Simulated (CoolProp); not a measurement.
Propylene along the isobar 211 bar: density (kg/m³) from the reference equation and from simpler models built on Tc = 364.2 K, pc = 45.55 bar, ω = 0.146; each cubic takes its own stable root.

The numbers come from the reference Helmholtz-energy equation of state, Lemmon 2013 in CoolProp.

```json
[
 {"T (K)": "268.2", "phase": "liquid", "reference": "585.1"},
 {"T (K)": "299.6", "phase": "liquid", "reference": "549.8"},
 {"T (K)": "331", "phase": "liquid", "reference": "512.3"},
 {"T (K)": "362.5", "phase": "liquid", "reference": "472.0"},
 {"T (K)": "393.9", "phase": "supercritical", "reference": "428.8"},
 {"T (K)": "425.3", "phase": "supercritical", "reference": "383.2"},
 {"T (K)": "456.7", "phase": "supercritical", "reference": "337.4"},
 {"T (K)": "488.2", "phase": "supercritical", "reference": "295.3"},
 {"T (K)": "519.6", "phase": "supercritical", "reference": "259.9"},
 {"T (K)": "551", "phase": "supercritical", "reference": "231.6"}
]
```

Task: How far does each simpler model (van der Waals, Soave-Redlich-Kwong) lie from the reference over these 10 states: mean and median of the absolute difference, and the worst?

Result: 
- van der Waals: mean 18.7 %, median 21.2 %, worst -32.3 % at 268.2 K and 211 bar
- Soave-Redlich-Kwong: mean 6.6 %, median 6.9 %, worst -8.2 % at 456.7 K and 211 bar
